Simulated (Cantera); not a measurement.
Input: 1 mol CH3SiH3, 0.058 mol C2H2, 5.8 mol H2, held at 1450 °C and 240 Torr.

Cantera equilibrium calculation (NASA polynomials, part measured and part estimated; ideal gas, pure solids and liquids). Candidate condensed phases: C, C6H6, C7H8, C8H18, Si, SiC; 87 gas species. The feed counts by its element totals alone. The numbers say what is thermodynamically allowed, not how fast it happens.

Base state: H2 0.999, H 0.000323, CH4 0.000321, C2H2 (acetylene) 9.06e-5 (mole fractions); condensed: C(graphite) + SiC(s).

Q: What changes in the equilibrium state with this change: CH3SiH3 replaced by (CH3)2SiCl2?

A: 
```json
[
 {"species": "H2", "before": "0.999", "after": "0.800"},
 {"species": "HCl", "before": "0", "after": "0.196"},
 {"species": "SiCl2", "before": "0", "after": "0.00278"},
 {"species": "SiCl3", "before": "0", "after": "0.000248"},
 {"species": "Cl", "before": "0", "after": "5.49e-5"},
 {"species": "SiCl4", "before": "0", "after": "4.15e-5"},
 {"species": "SiHCl3", "before": "0", "after": "3.49e-5"},
 {"species": "CH4", "before": "0.000321", "after": "0.000206"},
 {"species": "C(graphite), mol", "before": "0.112", "after": "1.14"},
 {"species": "SiC(s), mol", "before": "1.000", "after": "0.969"}
]
```
The tables' values for SiCl3 are old estimates; treat these amounts as uncertain.
